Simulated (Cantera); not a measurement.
## Equilibrium for silicon oxide and oxynitride deposition: Si₂H₆ + N₂O

Charge: 1 mol Si₂H₆, 0.47 mol N₂O, held at 1473 K.

These are equilibrium values from Cantera (NASA tables, ideal gas, pure condensed phases), not measurements of a reactor. Candidate condensed phases: H₂O, Si, SiO₂, Si₂N₂O, Si₃N₄; 35 gas species. The feed counts by its element totals alone. Mutual solubility and eutectic melting of coexisting phases are not modelled. Rates play no part.

```tsv
P (Pa)	x H₂	x SiO	x N₂	x H	x Si	x SiH	x SiH₂	x SiH₄	n Si(s)	n Si₂N₂O(s)
5	0.858	0.0700	0.0700	0.00166	0.000109	2.58e-6	9.02e-7	3.65e-11	1.30	0.226
36	0.980	0.00972	0.00972	0.000660	1.52e-5	1.03e-6	1.03e-6	3.43e-10	1.09	0.440
260	0.997	0.00135	0.00135	0.000248	2.11e-6	3.85e-7	1.05e-6	2.56e-9	1.06	0.466
1900	1.000	0.000184	0.000184	9.18e-5	2.88e-7	1.43e-7	1.05e-6	1.88e-8	1.06	0.469
14000	1.000	2.50e-5	2.50e-5	3.38e-5	3.91e-8	5.26e-8	1.05e-6	1.39e-7	1.06	0.470
100000	1.000	3.52e-6	3.48e-6	1.27e-5	5.47e-9	1.97e-8	1.05e-6	9.92e-7	1.06	0.470
```
x: gas mole fraction; n: condensed amount in mol.

From 5.00 Pa to 1.00 bar the condensed part is Si(s) + Si₂N₂O(s). The main Si-bearing gas is SiO throughout.
